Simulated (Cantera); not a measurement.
Charge: 1 mol BN, 9 mol H2O, 1.8 mol N2, equilibrated at 24.8 Torr.

Cantera equilibrium calculation (NASA polynomials, part measured and part estimated; ideal gas, pure solids and liquids). Candidate condensed phases: B, BN, B2O3, B3O3H3, H2O; 39 gas species. Gases not in the tables: H3BO3. Rates play no part.

log p: log10 of the partial pressure in bar; n: condensed amount in mol.

| T (K) | log p H2O | log p N2 | log p H2 | log p HBO2 | log p (HBO2)3 | log p B2O3 | n B2O3(l) |
|---|---|---|---|---|---|---|---|
| 800 | -1.67 | -2.17 | -2.36 | -7.72 | -3.53 | <-13 | ___ |
| 875 | -1.66 | -2.17 | -2.36 | -6.72 | -3.75 | <-13 | 0.408 |
| 950 | -1.66 | -2.17 | -2.36 | -5.89 | -3.93 | -12.57 | 0.440 |
| 1025 | -1.66 | -2.17 | -2.36 | -5.19 | -4.10 | -10.97 | 0.458 |
| 1100 | -1.66 | -2.17 | -2.36 | -4.59 | -4.25 | -9.59 | 0.467 |
| 1175 | -1.66 | -2.17 | -2.36 | -4.07 | -4.38 | -8.40 | 0.464 |
| 1250 | -1.66 | -2.17 | -2.36 | -3.62 | -4.51 | -7.36 | 0.442 |
| 1325 | -1.67 | -2.18 | -2.36 | -3.22 | -4.62 | -6.44 | ___ |
| 1400 | -1.68 | -2.18 | -2.37 | -2.87 | -4.74 | -5.62 | ___ |

Question: Complete the blanks.

Answer: 
- 800, n B2O3(l): 0.350
- 1325, n B2O3(l): 0.383
- 1400, n B2O3(l): 0.254
